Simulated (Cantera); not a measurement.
What does this Cantera script print?

```python
import numpy as np
import cantera as ct

gas_names = """
    C CH CH2 CH3 CH4 CN C2 C2H C2H2,acetylene C2H2,vinylidene C2H3,vinyl CH3CN C2H4 C2H5 C2H6 CCN CNC
    C2N2 C3 C3H3,propargyl C3H4,allene C3H4,propyne C3H4,cyclo- C3H5,allyl C3H6,propylene C3H6,cyclo-
    C3H7,n-propyl C3H7,i-propyl C3H8 C4 C4H2 C4H4,1,3-cyclo- C4H6,butadiene C4H6,2-butyne C4H6,cyclo-
    C4H8,1-butene C4H8,cis2-buten C4H8,tr2-butene C4H8,isobutene C4H8,cyclo- C4H9,n-butyl C4H9,i-butyl
    C4H9,s-butyl C4H9,t-butyl C4H10,isobutane C4H10,n-butane C4N2 C5 C5H6,1,3cyclo- C5H8,cyclo-
    C5H10,1-pentene C5H10,cyclo- C5H11,pentyl C5H11,t-pentyl C5H12,n-pentane C5H12,i-pentane
    CH3C(CH3)2CH3 C6H2 C6H5,phenyl C6H6 C6H10,cyclo- C6H12,1-hexene C6H12,cyclo- C6H13,n-hexyl
    C7H7,benzyl C7H8 C7H14,1-heptene C7H15,n-heptyl C7H16,n-heptane C8H8,styrene C8H10,ethylbenz
    C8H16,1-octene C8H17,n-octyl C8H18,isooctane C8H18,n-octane C9H19,n-nonyl C10H8,naphthale
    C10H21,n-decyl C12H9,o-bipheny C12H10,bipheny H HCN HCCN HNC H2 N NH NH2 NH3 N2 N2H2 N2H4
""".split()
cond_names = """
    C(gr) C6H6(L) C7H8(L) C8H18(L),n-octa
""".split()


def load(file, names, dense=False):
    # The tables refer to 1 bar. Condensed volumes are neglected.
    table = {s.name: s for s in ct.Species.list_from_file(file)}
    out = []
    for n in names:
        d = dict(table[n].input_data)
        d["thermo"] = dict(d["thermo"], **{"reference-pressure": 1e5})
        if dense:
            d["equation-of-state"] = {"model": "constant-volume", "density": "1e6 g/cm^3"}
        out.append(ct.Species.from_dict(d))
    return out


gas = ct.Solution(thermo="ideal-gas", species=load("nasa_gas.yaml", gas_names))
cond = {s.name: ct.Solution(thermo="fixed-stoichiometry", species=[s], name=s.name)
        for s in load("nasa_condensed.yaml", cond_names, dense=True)}
atoms = {
    'C3H6': {'C': 3, 'H': 6},
    'H2': {'H': 2},
    'N2': {'N': 2},
}
top_T = {'C(gr)': 4500}  # K; cautious upper limits of use, not melting points


def equilibrate(T, P, feed):
    n = {}
    for name, mol in feed.items():
        for a, k in atoms[name].items():
            n[a] = n.get(a, 0.0) + k * mol
    gas.TPX = T, P, n
    mass = sum(n.values()) * gas.mean_molecular_weight
    gas.equilibrate("TP")
    valid = [c for c in cond.values() if c.min_temp <= T <= top_T.get(c.name, c.max_temp)]
    mix = ct.Mixture([(gas, mass / gas.mean_molecular_weight)] + [(c, 0.0) for c in valid])
    mix.T, mix.P = T, P
    mix.equilibrate("TP", solver="vcs", rtol=1e-11, max_steps=5000)
    return mix


results = []
feed = {'C3H6': 1, 'H2': 21, 'N2': 0.17}  # mol
P = 8700  # Pa
for T in [848, 948, 1048, 1148, 1248, 1348, 1448, 1548, 1648, 1748, 1848, 1948, 2048]:
    mix = equilibrate(T, P, feed)
    results.append((T, P, feed, dict(zip(mix.species_names, mix.species_moles))))

top = {s: max(r[3][s] / sum(r[3][g] for g in gas_names) for r in results) for s in gas_names}
cols = sorted((s for s in top if top[s] > 1e-06), key=lambda s: -top[s])[:5]
seen = [c for c in cond_names if any(r[3].get(c, 0) > 1e-12 for r in results)]
print("log10 of partial pressures in bar; condensed amounts in mol")
print(f"{'T/K':>10s}" + "".join(f"{s[:9]:>10s}" for s in cols + seen))
for T, P, feed, n in results:
    ng = sum(n[g] for g in gas_names)
    print(f"{T:10.4g}" + "".join(f"{np.log10(max(n[s] / ng * P / 1e5, 1e-99)):10.3f}" for s in cols)
          + "".join(f"{n.get(c, 0):10.4g}" for c in seen))
```

Result:

```
log10 of partial pressures in bar; condensed amounts in mol
       T/K        H2       CH4         H        N2       HCN     C(gr)
       848    -1.086    -2.365   -11.264    -3.193    -8.673     1.859
       948    -1.070    -2.905    -9.815    -3.207    -7.805     2.659
      1048    -1.066    -3.365    -8.645    -3.211    -7.105     2.881
      1148    -1.064    -3.752    -7.677    -3.213    -6.528     2.951
      1248    -1.064    -4.081    -6.863    -3.213    -6.044     2.977
      1348    -1.064    -4.362    -6.168    -3.214    -5.633     2.987
      1448    -1.064    -4.604    -5.567    -3.215    -5.280     2.991
      1548    -1.064    -4.815    -5.043    -3.217    -4.974     2.992
      1648    -1.064    -5.001    -4.582    -3.221    -4.706     2.989
      1748    -1.064    -5.164    -4.173    -3.226    -4.470     2.983
      1848    -1.065    -5.310    -3.808    -3.234    -4.262      2.97
      1948    -1.066    -5.442    -3.480    -3.246    -4.079     2.949
      2048    -1.068    -5.561    -3.184    -3.263    -3.917     2.913
```

These are equilibrium values from Cantera (NASA tables, ideal gas, pure condensed phases), not measurements of a reactor.
